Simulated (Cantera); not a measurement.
Input: 1 mol BN, 2.9 mol N2, held at 1.33 mbar.

Equilibrium computed with Cantera from the NASA thermochemical tables; the gas is ideal and each condensed phase is pure. Candidate condensed phases: B, BN; 5 gas species. Rates play no part.

Over these rows the condensed part is BN(s). Partial pressures as log10 of bar:

| T (K) | 1000/T (1/K) | log p B | log p N2 |
|---|---|---|---|
| 1873 | 0.5339 | -8.82 | -2.88 |
| 1898 | 0.5269 | -8.53 | -2.88 |
| 1923 | 0.5200 | -8.24 | -2.88 |
| 1948 | 0.5133 | ? | -2.88 |
| 1973 | 0.5068 | -7.69 | -2.88 |
| 1998 | 0.5005 | -7.42 | -2.88 |

Task: Fit log p(B) = a + b·(1000/T) to the five rows, give the apparent enthalpy, and predict the row at 1948 K.

Result: Means: 1000/T = 0.5176, log p = -8.140. Sxy = -0.032123, Sxx = 0.0007670, so b = -41.88 and a = -8.140 − (-41.88)×0.5176 = 13.54.
Apparent enthalpy: −19.145 × (-41.88) = 802 kJ/mol. With the condensed phases at unit activity, BN(s) = B(g) + 1/2 N2(g) links this pressure to the main gases: over the six rows their terms move log p by +0.00 in all, so the slope is close to that reaction's ΔH°. The five rows lie within 0.01 of the line.
Prediction at 1948 K: 13.54 + (-41.88)×0.5133 = -7.96. The computed value is -7.96, 0.00 from the line.
